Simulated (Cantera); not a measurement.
**Hydrocarbon pyrolysis for carbon deposition**

An isothermal, constant-pressure homogeneous reactor starts with 4.35 % C2H6, 95.7 % H2, at 1975 K and 1.40 bar.

Cantera simulation using GRI-Mech 3.0 (53 species, 325 reactions); the numbers are that mechanism's predictions, not measurements. GRI-Mech 3.0 stops at C3 and has no aromatics, soot or wall deposition, so with more carbon than oxygen in the feed, carbon stays in small species such as C2H2 where larger ones or solid carbon would form.

| t (s) | x C2H6 | x H2 | x C2H | x CH3 | x C2H4 | x CH4 |
|---|---|---|---|---|---|---|
| 2.00e-6 | 0.00439 | 0.926 | 2.40e-7 | 0.00847 | 0.0100 | 0.0417 |
| 5.79e-6 | 0.000156 | 0.927 | 4.93e-7 | 0.00369 | 0.00654 | 0.0514 |
| 1.68e-5 | 4.68e-5 | 0.929 | 3.40e-7 | 0.00171 | 0.00315 | 0.0524 |
| 4.85e-5 | 2.51e-5 | 0.930 | 2.89e-7 | 0.00119 | 0.00106 | 0.0519 |
| 0.000140 | 2.24e-5 | 0.931 | 3.17e-7 | 0.00113 | 0.000431 | 0.0498 |
| 0.000406 | 1.80e-5 | 0.934 | 3.68e-7 | 0.00101 | 0.000393 | 0.0446 |
| 0.00118 | 1.08e-5 | 0.940 | 4.68e-7 | 0.000784 | 0.000360 | 0.0342 |
| 0.00340 | 3.99e-6 | 0.948 | 6.03e-7 | 0.000475 | 0.000350 | 0.0205 |
| 0.00985 | 1.02e-6 | 0.953 | 7.09e-7 | 0.000232 | 0.000369 | 0.00992 |
| 0.0285 | 3.61e-7 | 0.956 | 7.57e-7 | 0.000124 | 0.000384 | 0.00526 |
| 0.0825 | 2.92e-7 | 0.956 | 7.65e-7 | 0.000106 | 0.000387 | 0.00450 |
| 0.239 | 2.91e-7 | 0.956 | 7.65e-7 | 0.000106 | 0.000387 | 0.00449 |
| 0.691 | 2.91e-7 | 0.956 | 7.65e-7 | 0.000106 | 0.000387 | 0.00449 |
| 2.00 | 2.91e-7 | 0.956 | 7.65e-7 | 0.000106 | 0.000387 | 0.00449 |
x: mole fraction; the columns are a selection and need not sum to one.

Equilibrium at this temperature and pressure: C2H6 2.92e-7, H2 0.956, C2H 7.65e-7, CH3 0.000106, C2H4 0.000387, CH4 0.00449 (gas phase only).
